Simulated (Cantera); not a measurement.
Input (Python, Cantera) and output of one run.

```python
import numpy as np
import cantera as ct

gas_names = [...]  # 139 gases of nasa_gas.yaml made of C, H, N, O, Pb
cond_names = """
    C(gr) C6H6(L) C7H8(L) C8H18(L),n-octa H2O(s) H2O(L) Pb(cr) Pb(L) PbO(rd) PbO(yw) PbO(L) PbO2(s)
    Pb3O4(s)
""".split()


# ... load() reads the species with a 1 bar reference pressure and builds the phases ...
atoms = {
    'Pb': {'Pb': 1},
    'CO': {'C': 1, 'O': 1},
    'N2': {'N': 2},
    'H2': {'H': 2},
}
top_T = {'C(gr)': 4500, 'Pb3O4(s)': 820}  # K; cautious upper limits of use, not melting points


# ... equilibrate(T, P, feed) seeds the gas with the atoms and calls Mixture.equilibrate('TP', solver="vcs", rtol=1e-11, max_steps=5000) ...
results = []
feed = {'Pb': 1, 'CO': 0.78, 'N2': 63, 'H2': 0.12}  # mol
T = 975  # K
P = 1333.22  # Pa
mix = equilibrate(T, P, feed)
results.append((T, P, feed, dict(zip(mix.species_names, mix.species_moles))))
x = sorted(zip(gas.X, gas.species_names), reverse=True)
print(f"T = {T:g} K  P = {P:g} Pa  gas = {mix.phase_moles(0):.4g} mol")
print("   x: " + "  ".join(f"{s} {v:.3e}" for v, s in x if v > 0.001))
print("   condensed (mol): " + ("  ".join(f"{mix.phase(i).name} {mix.phase_moles(i):.4g}"
      for i in range(1, mix.n_phases) if mix.phase_moles(i) > 1e-12) or "none"))
```

It prints:

```
T = 975 K  P = 1333.22 Pa  gas = 63.94 mol
   x: N2 9.852e-01  CO 1.219e-02  H2 1.876e-03
   condensed (mol): C(gr) 0.0001236  Pb(L) 0.956
```

Method: chemical equilibrium by Gibbs-energy minimisation in Cantera with the NASA 1993 tables (ideal gas, pure condensed phases).
